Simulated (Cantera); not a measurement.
A freely propagating, adiabatic, planar premixed flame of 31.6 % H2, 14.4 % O2, 54.0 % N2, unburnt at 525 K and 2.40 bar; multicomponent transport, grid criteria slope 0.08 and curve 0.16, no radiation.

Detailed kinetics in Cantera: the H2/O2 subset of GRI-Mech 3.0, which has no nitrogen chemistry. The hydrogen kinetics of GRI-Mech 3.0 are dated; newer H2 mechanisms differ, most at raised pressure. Burning velocities carry a grid error of a few per cent, more on coarse grids.

Predict: laminar burning velocity; thermal thickness; peak x(H2O2); peak x(HO2); peak x(O).


```
Property                    Result
------------------------  --------
laminar burning velocity  624 cm/s
thermal thickness         0.142 mm
peak x(H2O2)               5.54e-5
peak x(HO2)               0.000652
peak x(O)                  0.00966
```
